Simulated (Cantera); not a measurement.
**Reactions in the system F-Mg-S**

Cantera with NASA thermochemical tables; ideal gases at 1 bar, condensed phases pure. Values are per mole of reaction as written; species without (g) are pure solids or liquids, kept so even where they would boil at 1 bar.

4 F(g) + MgS → Mg(g) + SF4(g)

```tsv
T (K)	ΔH° (kJ)	ΔS° (J/K)	ΔG° (kJ)	log10 K
350	-589.8	-242.8	-504.8	75.33
550	-595.0	-254.9	-454.8	43.20
750	-598.5	-260.4	-403.3	28.08
950	-601.3	-263.7	-350.8	19.29
1150	-603.7	-266.0	-297.8	13.53
1350	-606.0	-267.8	-244.5	9.46
1550	-608.3	-269.4	-190.7	6.43
1750	-610.6	-270.8	-136.7	4.08
1950	-612.9	-272.0	-82.4	2.21
2150	-615.3	-273.2	-27.9	0.68
```
